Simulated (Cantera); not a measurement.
An isothermal plug-flow reactor at 600 K and 27000 Pa (inlet), inlet velocity 0.98 m/s, active area per volume 260 1/m; feed H2 : O2 : N2 = 0.004 : 0.15 : 0.79 (molar parts), equivalence ratio 0.013.

Model: Deutschmann's 1995 Pt surface mechanism with GRI-Mech 3.0 gas chemistry, integrated in Cantera. Catalytic surfaces can have several steady states; this one follows from the mechanism file's or the stated starting coverage. Mass transfer to the wall is taken as infinitely fast.

x: gas mole fraction; θ: surface coverage.

```tsv
z (m)	x H2	x O2	x H2O	θ free Pt	θ O*	θ OH*
5.6e-05	0.00416	0.159	7.99e-5	0.0430	0.955	0.00185
9.3e-05	0.00411	0.159	0.000131	0.0424	0.956	0.00186
0.00016	0.00402	0.159	0.000221	0.0415	0.957	0.00187
0.00026	0.00389	0.159	0.000347	0.0402	0.958	0.00188
0.00043	0.00369	0.159	0.000546	0.0382	0.960	0.00189
0.00072	0.00340	0.159	0.000841	0.0352	0.963	0.00190
0.0012	?	0.158	0.00124	0.0311	0.967	0.00189
0.002	?	0.158	0.00173	0.0261	0.972	0.00185
0.0033	?	0.158	0.00226	0.0207	0.978	0.00174
0.0056	?	0.158	0.00280	0.0151	0.983	0.00158
```

**Question.** What belongs in the gaps?

**Answer.** 
- 0.0012, x H2: 0.00300
- 0.002, x H2: 0.00251
- 0.0033, x H2: 0.00198
- 0.0056, x H2: 0.00144
